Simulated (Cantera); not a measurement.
# Equilibrium for thermal oxidation and active oxidation of silicon: Si + CO2 + H2

A closed system holds: 1 mol Si, 1.3 mol CO2, a varied amount of H2, equilibrated at 1700 K and 47000 Pa.

These are equilibrium values from Cantera (NASA tables, ideal gas, pure condensed phases), not measurements of a reactor. Candidate condensed phases: C, C6H6, C7H8, C8H18, H2O, Si, SiC, SiO2; 123 gas species. Mutual solubility and eutectic melting of coexisting phases are not modelled. The tables hold silica as quartz up to 1696 K and as liquid above; real silica turns to tridymite and cristobalite and melts near 1996 K. The numbers say what is thermodynamically allowed, not how fast it happens.

From 5.1 mol H2 to 51 mol H2 the condensed part is SiC(s) + SiO2(condensed). From 66 mol H2 to 85 mol H2 the condensed part is SiO2(condensed). The main Si-bearing gas is SiO throughout. The share of Si in condensed phases is highest at 5.1 mol H2 (96.6 %) and lowest at 85 mol H2 (29.6 %).

```
n(H2) (mol)  log p H2  log p CO  log p SiO  log p H  log p CH4  n SiC(s)  n SiO2(condensed)
-----------  --------  --------  ---------  -------  ---------  --------  -----------------
5.1             -0.41     -1.09      -2.59    -4.04      -4.23     0.222              0.744
6.6             -0.40     -1.18      -2.56    -4.03      -4.26     0.218              0.737
8.5             -0.38     -1.28      -2.53    -4.02      -4.29     0.213              0.727
11              -0.37     -1.37      -2.50    -4.02      -4.34     0.206              0.712
14              -0.36     -1.47      -2.47    -4.01      -4.38     0.197              0.693
18              -0.36     -1.57      -2.44    -4.01      -4.43     0.183              0.667
24              -0.35     -1.68      -2.40    -4.01      -4.50     0.161              0.623
30              -0.35     -1.76      -2.37    -4.01      -4.55     0.138              0.577
39              -0.35     -1.86      -2.34    -4.00      -4.61     0.101              0.502
51              -0.34     -1.95      -2.31    -4.00      -4.66    0.0483              0.396
66              -0.34     -2.05      -2.31    -4.00      -4.76         0              0.299
85              -0.34     -2.15      -2.42    -4.00      -4.97         0              0.296
```
log p: log10 of the partial pressure in bar; n: condensed amount in mol.
